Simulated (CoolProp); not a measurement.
Carbon monoxide along the isotherm -138.15 °C: fugacity coefficient from the reference equation and from simpler models built on Tc = -140.3 °C, pc = 3.498 MPa, ω = 0.050; each cubic takes its own stable root.

The numbers come from the reference Helmholtz-energy equation of state, Lemmon 2006 in CoolProp. It is a short technical equation, of lower accuracy than the large ones.

| p (MPa) | phase | reference |
|---|---|---|
| 0.0166 | gas | 0.9985 |
| 0.028 | gas | 0.9975 |
| 0.0473 | gas | 0.9957 |
| 0.0798 | gas | 0.9928 |
| 0.135 | gas | 0.9877 |
| 0.227 | gas | 0.9794 |
| 0.383 | gas | 0.9654 |
| 0.647 | gas | 0.9417 |
| 1.09 | gas | 0.9024 |
| 1.84 | gas | 0.8366 |
| 3.11 | gas | 0.7246 |
| 5.25 | supercritical | 0.5185 |

### Question
How far does each simpler model (van der Waals, Redlich-Kwong, Soave-Redlich-Kwong, Peng-Robinson) lie from the reference over these 12 states: mean and median of the absolute difference, and the worst?

### Answer
- van der Waals: mean 1.1 %, median 0.3 %, worst +5.6 % at -138.15 °C and 5.25 MPa
- Redlich-Kwong: mean 0.2 %, median 0.1 %, worst +0.6 % at -138.15 °C and 5.25 MPa
- Soave-Redlich-Kwong: mean 0.2 %, median 0.1 %, worst +0.7 % at -138.15 °C and 5.25 MPa
- Peng-Robinson: mean 1.1 %, median 0.4 %, worst -3.7 % at -138.15 °C and 5.25 MPa
